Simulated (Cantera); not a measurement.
## Equilibrium for silicon oxide and oxynitride deposition: SiF4 + H2O

Feed: 1 mol SiF4, 23 mol H2O, held at 0.00133 bar.

Equilibrium computed with Cantera from the NASA thermochemical tables; the gas is ideal and each condensed phase is pure. Candidate condensed phases: H2O, Si, SiO2; 38 gas species. The tables hold silica as quartz up to 1696 K and as liquid above; real silica turns to tridymite and cristobalite and melts near 1996 K. The numbers say what is thermodynamically allowed, not how fast it happens.

```tsv
T (K)	log p H2O	log p HF	log p H2	log p O2	log p OH	log p SiF4	n SiO2(β-quartz)
850	-2.95	-3.67	-10.09	-10.40	-11.84	-7.13	0.999
950	-2.95	-3.67	-9.02	-9.33	-10.53	-7.83	1.000
1050	-2.95	-3.67	-8.16	-8.47	-9.46	-8.39	1.000
1150	-2.95	-3.67	-7.44	-7.76	-8.58	-8.86	1.000
1250	-2.95	-3.67	-6.83	-7.16	-7.84	-9.26	1.000
1350	-2.95	-3.67	-6.32	-6.65	-7.20	-9.59	1.000
1450	-2.95	-3.67	-5.87	-6.21	-6.66	-9.89	1.000
1550	-2.95	-3.67	-5.48	-5.83	-6.19	-10.14	1.000
```
log p: log10 of the partial pressure in bar; n: condensed amount in mol.

From 850 K to 1550 K the condensed part is SiO2(β-quartz). The main Si-bearing gas is SiF4 throughout.
